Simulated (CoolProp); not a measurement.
Normal hydrogen at 384.77 K and 0.336 MPa flows at 0.21 m/s in a round tube of 20 mm bore and 15 µm roughness, fully developed (64/Re and Nu = 3.66 if laminar; Colebrook and Gnielinski if turbulent). Each further row changes one setting.

Model: reference Helmholtz-energy equation of state, Leachman 2009, in CoolProp.

| case | Reynolds number | Darcy friction factor | pressure drop (Pa/m) | heat-transfer coefficient (W/(m² K)) | mass flow (kg/h) |
|---|---|---|---|---|---|
| as stated | 83.6 | 0.766 | 0.178 | 41.2 | 0.0502 |
| velocity 0.42 m/s | 167 | 0.383 | 0.357 | 41.2 | 0.100 |
| diameter 40 mm | 167 | 0.383 | 0.0446 | 20.6 | 0.201 |

Viscosity comes from a separate model (Muzny 2013). Thermal conductivity comes from a separate model (Assael 2011).
